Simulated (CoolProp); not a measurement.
Saturation properties of cis-2-butene (Tc = 435.8 K, pc = 4.236 MPa, ω = 0.202).

Computed with CoolProp (reference Helmholtz-energy equation of state, Lemmon 2005). It is a short technical equation, of lower accuracy than the large ones.

| T (K) | p (MPa) | vapour density (kg/m³) | enthalpy of vaporisation (kJ/kg) | liquid cp (kJ/(kg K)) | surface tension (mN/m) |
|---|---|---|---|---|---|
| 346.4 | 0.7978 | 18.58 | 333.5 | 2.526 | 8.20 |
| 355 | 0.9691 | 22.66 | 320.8 | 2.595 | 7.23 |
| 363.6 | 1.166 | 27.50 | 307.1 | 2.675 | 6.28 |
| 372.2 | 1.391 | 33.24 | 292.2 | 2.768 | 5.36 |
| 380.9 | 1.650 | 40.21 | 275.8 | 2.883 | 4.46 |
| 389.5 | 1.940 | 48.53 | 257.7 | 3.025 | 3.61 |
| 398.1 | 2.266 | 58.75 | 237.4 | 3.217 | 2.79 |
| 406.8 | 2.637 | 71.82 | 213.7 | 3.503 | 2.01 |

It boils at 276.9 K under 1 atm.

Surface tension comes from a separate correlation (Mulero 2014).
